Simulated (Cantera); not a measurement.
What does this Cantera script print?

```python
import numpy as np
import cantera as ct

gas = ct.Solution("gri30.yaml")
gas.TPX = 1425, 490000, {'CH4': 0.47, 'O2': 1.33, 'N2': 10.4}
reactor = ct.IdealGasConstPressureReactor(gas, energy="on", clone=False)
net = ct.ReactorNet([reactor])
net.rtol, net.atol = 1e-08, 1e-16
show = ['CH4', 'O2', 'CO', 'CH2O', 'CH2']
times = np.geomspace(1e-06, 3, 12)

steps = ct.SolutionArray(gas, extra=["t"])
rows = []
print(f"{'t/s':>10s}{'T/K':>9s}{'P/Pa':>11s}" + "".join(f"{s:>11s}" for s in show))
for t in times:
    while net.time < t:
        t_next = net.step()
        steps.append(gas.state, t=t_next)
    rows.append([np.interp(t, steps.t, y) for y in (steps.T, steps.P, *steps(*show).X.T)])
    print(f"{t:10.3e}{rows[-1][0]:9.1f}{rows[-1][1]:11.4g}" + "".join(f"{x:11.3e}" for x in rows[-1][2:]))
rate = np.gradient(steps.T, steps.t)
print("integrator steps:", len(steps.t))
if steps.T.max() > steps.T[0] + 200:
    print(f"time of steepest temperature rise: {steps.t[rate.argmax()]:.4e} s")
gas.TPX = 1425, 490000, {'CH4': 0.47, 'O2': 1.33, 'N2': 10.4}
gas.equilibrate("HP")
print(f"equilibrium (HP): T = {gas.T:.1f} K  " + "  ".join(f"{s} {gas[s].X[0]:.3e}" for s in show))
```

It prints:

```
       t/s      T/K       P/Pa        CH4         O2         CO       CH2O        CH2
 1.000e-06   1425.0    4.9e+05  3.852e-02  1.090e-01  5.704e-14  2.625e-10  9.710e-16
 3.880e-06   1425.0    4.9e+05  3.852e-02  1.090e-01  2.710e-12  4.494e-09  7.322e-15
 1.505e-05   1425.0    4.9e+05  3.852e-02  1.090e-01  1.608e-10  7.883e-08  9.761e-14
 5.841e-05   1425.0    4.9e+05  3.852e-02  1.090e-01  1.520e-08  1.799e-06  2.928e-12
 2.266e-04   1425.3    4.9e+05  3.841e-02  1.089e-01  3.031e-06  4.865e-05  9.649e-11
 8.793e-04   1436.2    4.9e+05  3.621e-02  1.075e-01  4.475e-04  6.609e-04  2.266e-09
 3.412e-03   2229.1    4.9e+05  3.516e-20  3.170e-02  7.072e-04  3.673e-13  3.052e-20
 1.324e-02   2227.9    4.9e+05  3.491e-20  3.144e-02  7.047e-04  3.650e-13  2.996e-20
 5.136e-02   2224.3    4.9e+05  3.408e-20  3.063e-02  6.972e-04  3.581e-13  2.821e-20
 1.993e-01   2219.2    4.9e+05  3.280e-20  2.947e-02  6.869e-04  3.488e-13  2.565e-20
 7.732e-01   2218.3    4.9e+05  3.256e-20  2.925e-02  6.850e-04  3.471e-13  2.518e-20
 3.000e+00   2218.3    4.9e+05  3.256e-20  2.925e-02  6.850e-04  3.471e-13  2.518e-20
integrator steps: 1997
time of steepest temperature rise: 1.2633e-03 s
equilibrium (HP): T = 2218.3 K  CH4 4.946e-20  O2 2.925e-02  CO 6.850e-04  CH2O 3.471e-13  CH2 4.277e-20
```

Computed with Cantera and GRI-Mech 3.0 (53 species, 325 reactions).
